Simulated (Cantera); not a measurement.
**Adiabatic ignition**

An adiabatic, constant-volume homogeneous reactor starts with CO : H2 : O2 : N2 = 1 : 0.043 : 0.261 : 0.98 (molar parts), at 1548 K and 9.87 atm.

Computed with Cantera and GRI-Mech 3.0 (53 species, 325 reactions). The hydrogen kinetics of GRI-Mech 3.0 are dated; newer H2 mechanisms differ, most at raised pressure. Above 3000 K some thermodynamic fits are extrapolated.

```
t (s)     T (K)  P (bar)   x CO     x H2    x O2     x H2O      x NO       x H
--------  -----  -------  -----  -------  ------  --------  --------  --------
2.00e-6    1550     10.0  0.438   0.0185   0.114  0.000156  1.71e-10  0.000155
4.43e-6    2052     12.9  0.375  0.00170  0.0605    0.0103   1.68e-5   0.00995
9.80e-6    3005     17.9  0.298  0.00248  0.0198    0.0113   0.00101   0.00537
2.17e-5    3199     18.8  0.284  0.00243  0.0119    0.0132   0.00423   0.00331
4.80e-5    3192     18.7  0.285  0.00248  0.0106    0.0134   0.00790   0.00319
0.000106   3185     18.7  0.285  0.00251  0.0101    0.0134   0.00976   0.00315
0.000235   3185     18.7  0.285  0.00251  0.0101    0.0134   0.00998   0.00315
0.000521   3185     18.7  0.285  0.00251  0.0101    0.0134   0.00998   0.00315
0.00115    3185     18.7  0.285  0.00251  0.0101    0.0134   0.00998   0.00315
0.00255    3185     18.7  0.285  0.00251  0.0101    0.0134   0.00998   0.00315
0.00565    3185     18.7  0.285  0.00251  0.0101    0.0134   0.00998   0.00315
0.0125     3185     18.7  0.285  0.00251  0.0101    0.0134   0.00998   0.00315
0.0277     3185     18.7  0.285  0.00251  0.0101    0.0134   0.00998   0.00315
0.0612     3185     18.7  0.285  0.00251  0.0101    0.0134   0.00998   0.00315
0.136      3185     18.7  0.285  0.00251  0.0101    0.0134   0.00998   0.00315
0.300      3185     18.7  0.285  0.00251  0.0101    0.0134   0.00998   0.00315
```
x: mole fraction; the columns are a selection and need not sum to one.

| Property | Result |
|---|---|
| time of steepest temperature rise | 4.59 µs |
| temperature at 0.300 s | 3185 K |
| equilibrium temperature | 3185 K |
| x(CO) at 0.300 s | 0.285 (gas-phase equilibrium 0.285) |
| x(H2) at 0.300 s | 0.00251 (gas-phase equilibrium 0.00251) |
| x(O2) at 0.300 s | 0.0101 (gas-phase equilibrium 0.0101) |
